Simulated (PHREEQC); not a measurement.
Make-up at 25 °C: 0.0011 mol/kgw NH3, 0.00096 mol/kgw CO2 and 0.029 mol/kgw Na2CO3. Closed to the air; pH follows from the charge balance.

Model: ion-association model, phreeqc.dat, run in PHREEQC.

| quantity | before | after |
|---|---|---|
| pH | 10.89 | 10.68 |
| ionic strength (mol/kgw) | 0.0695 | 0.00777 |
| Na+ (mol/kgw) | 0.0502 | 0.00564 |
| CO3-2 (mol/kgw) | 0.0193 | 0.00212 |
| NaCO3- (mol/kgw) | 0.00779 | 0.000156 |
| HCO3- (mol/kgw) | 0.00283 | 0.000719 |

Task: What was changed between the two runs?
A. Na2CO3 from 0.029 to 0.058 mol/kgw
B. diluted 10-fold with water
C. CO2 from 0.00096 to 0.00144 mol/kgw
D. 0.035 mol/kgw NH4HSO4 added
E. diluted 5-fold with water

Result: B, diluted 10-fold with water

Precipitation was switched off in this run.
